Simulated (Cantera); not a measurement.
Charge: 1 mol Pb, 1.4 mol CO, 91 mol N2, held at 13.3 mbar.

Equilibrium computed with Cantera from the NASA thermochemical tables; the gas is ideal and each condensed phase is pure. Candidate condensed phases: C, Pb, PbO, PbO2, Pb3O4; 27 gas species. The numbers say what is thermodynamically allowed, not how fast it happens. All values below are at 525 °C.

Base state: N2 0.985, CO 0.0146, CO2 0.000298 (mole fractions); condensed: C(graphite) + Pb(l).

**Question.** What changes in the equilibrium state with this change: Pb replaced by Fe(CO)5?

**Answer.** 
```tsv
species	before	after
N2	0.985	0.939
CO	0.0146	0.0569
CO2	0.000298	0.00455
C(graphite), mol	0.0275	0.441
Pb(l), mol	1.000	0
Fe(α), mol	0	1.00
```
Condensed phases not in the tables: cementite and carbon dissolved in iron. Further candidate phases: Fe, Fe(CO)5, FeO, Fe2O3, Fe3O4.
